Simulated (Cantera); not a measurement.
Cantera run, input and output.

```python
import numpy as np
import cantera as ct

gas = ct.Solution("h2o2.yaml")
gas.TPX = 373, 26000, {'H2': 1, 'O2': 0.333, 'N2': 1.25, 'H2O': 0.076}
flame = ct.FreeFlame(gas, width=0.1)
flame.set_refine_criteria(ratio=3, slope=0.08, curve=0.16)
flame.transport_model = "unity-Lewis-number"
flame.solve(loglevel=0, auto=True)
z, T = flame.grid, flame.T
thick = (T[-1] - T[0]) / np.gradient(T, z).max()
show = ['H2', 'O2', 'H2O', 'HO2', 'OH', 'H2O2']
print(f"laminar burning velocity  {flame.velocity[0] * 100:.3f} cm/s")
print(f"burnt temperature         {T[-1]:.1f} K")
print(f"thermal thickness         {thick * 1e3:.4f} mm")
print(f"grid points               {len(z)}")
z0 = z[flame.heat_release_rate.argmax()]
print(f"{'z/mm':>9s}{'T/K':>9s}{'u/(m/s)':>9s}" + "".join(f"{s:>11s}" for s in show))
rows = []
for k in (-3, -2, -1.5, -1, -0.5, -0.25, 0, 0.25, 0.5, 1, 2, 4, 8):
    zz = z0 + k * thick
    rows.append([k * thick, np.interp(zz, z, T), np.interp(zz, z, flame.velocity),
                 *(np.interp(zz, z, flame.X[gas.species_index(s)]) for s in show)])
    print(f"{rows[-1][0] * 1e3:9.3f}{rows[-1][1]:9.1f}{rows[-1][2]:9.3f}" + "".join(f"{x:11.3e}" for x in rows[-1][3:]))
```

It prints:

```
laminar burning velocity  210.215 cm/s
burnt temperature         2209.7 K
thermal thickness         1.7553 mm
grid points               118
     z/mm      T/K  u/(m/s)         H2         O2        H2O        HO2         OH       H2O2
   -5.266    373.0    2.102  3.761e-01  1.252e-01  2.858e-02  1.491e-10  1.028e-14  1.775e-11
   -3.511    373.0    2.102  3.761e-01  1.252e-01  2.858e-02  5.187e-09  4.530e-13  6.222e-10
   -2.633    373.0    2.102  3.761e-01  1.252e-01  2.858e-02  5.498e-08  5.827e-12  6.624e-09
   -1.755    373.5    2.105  3.760e-01  1.252e-01  2.864e-02  1.168e-06  3.616e-10  1.402e-07
   -0.878    407.7    2.293  3.726e-01  1.233e-01  3.289e-02  7.965e-05  7.556e-06  7.122e-06
   -0.439    665.9    3.686  3.403e-01  1.070e-01  6.944e-02  9.109e-05  3.597e-04  8.710e-06
    0.000   1103.1    5.948  2.232e-01  5.663e-02  1.737e-01  2.329e-05  1.643e-03  7.139e-07
    0.439   1368.2    7.256  1.251e-01  1.553e-02  2.553e-01  5.224e-06  4.832e-03  7.514e-07
    0.878   1492.7    7.843  1.108e-01  7.046e-03  2.735e-01  2.113e-06  6.596e-03  6.607e-07
    1.755   1627.2    8.458  1.156e-01  4.803e-03  2.807e-01  1.269e-06  7.891e-03  4.269e-07
    3.511   1765.9    9.074  1.223e-01  3.396e-03  2.875e-01  8.138e-07  8.497e-03  2.244e-07
    7.021   1898.4    9.648  1.280e-01  2.104e-03  2.950e-01  4.876e-07  8.159e-03  1.108e-07
   14.042   2011.5   10.126  1.326e-01  1.125e-03  3.021e-01  2.739e-07  6.923e-03  5.538e-08
```

Cantera simulation using the H2/O2 subset of GRI-Mech 3.0, which has no nitrogen chemistry; the numbers are that mechanism's predictions, not measurements. Unity Lewis numbers drop preferential diffusion, which matters most where H2 and H carry the flame. Burning velocities carry a grid error of a few per cent, more on coarse grids.
